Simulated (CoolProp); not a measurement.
Properties of n-dodecane along the isotherm 620 K.

The numbers come from the reference Helmholtz-energy equation of state, Lemmon 2004 in CoolProp. It is a short technical equation, of lower accuracy than the large ones.

| p (MPa) | phase | Z | viscosity (µPa s) |
|---|---|---|---|
| 0.649 | gas | 0.7953 | 9.67 |
| 1.3 | liquid | 0.09948 | 62.3 |
| 1.95 | liquid | … | 67.7 |
| 2.6 | liquid | 0.1892 | 72.3 |
| 3.25 | liquid | 0.2324 | 76.4 |
| 3.89 | liquid | 0.2741 | 80.0 |
| 4.54 | liquid | 0.3158 | 83.4 |
| 5.19 | liquid | 0.3569 | 86.6 |
| 5.84 | liquid | 0.3974 | 89.6 |
| 6.49 | liquid | 0.4375 | 92.5 |
| 7.14 | liquid | 0.4772 | … |
| 7.79 | liquid | … | 97.9 |
| 8.44 | liquid | 0.5554 | 100 |
| 9.09 | liquid | 0.5940 | 103 |

Task: Some entries are withheld; supply them.

Result: 
- 1.95, Z: 0.1450
- 7.14, viscosity (µPa s): 95.2
- 7.79, Z: 0.5165

Viscosity comes from a separate model (Huber 2004).
